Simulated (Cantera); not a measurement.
A closed system holds: 1 mol HMDSO, 5.3 mol O₂, 1.5 mol H₂, held at 1773.15 K and 1.33 mbar.

These are equilibrium values from Cantera (NASA tables, ideal gas, pure condensed phases), not measurements of a reactor. Candidate condensed phases: C, C₆H₆, C₇H₈, C₈H₁₈, H₂O, Si, SiC, SiO₂; 123 gas species. The feed counts by its element totals alone. The tables hold silica as quartz up to 1696 K and as liquid above; real silica turns to tridymite and cristobalite and melts near 1996 K. Kinetics and transport are ignored.

Base state: H₂ 0.541, CO 0.345, H₂O 0.0871, CO₂ 0.0150, SiO 0.00600, H 0.00574, OH 5.73e-5 (mole fractions); condensed: SiO₂(condensed).

What changes in the equilibrium state with this change: HMDSO replaced by TEOS?


```tsv
species	before	after
H₂	0.541	0.395
CO	0.345	0.362
H₂O	0.0871	0.190
CO₂	0.0150	0.0468
SiO	0.00600	0.00201
OH	5.73e-5	0.000146
H	0.00574	0.00490
SiO₂(condensed), mol	1.90	0.961
```

What changes in the equilibrium state with this change: O₂ from 5.3 to 10 mol?


| species | before | after |
|---|---|---|
| H₂O | 0.0871 | 0.490 |
| CO | 0.345 | 0.188 |
| CO₂ | 0.0150 | 0.174 |
| H₂ | 0.541 | 0.143 |
| SiO | 0.00600 | 0.000281 |
| O₂ | 3.40e-8 | 1.55e-5 |
| O | 4.75e-7 | 1.01e-5 |
| OH | 5.73e-5 | 0.000628 |
| SiO₂(condensed), mol | 1.90 | 2.00 |
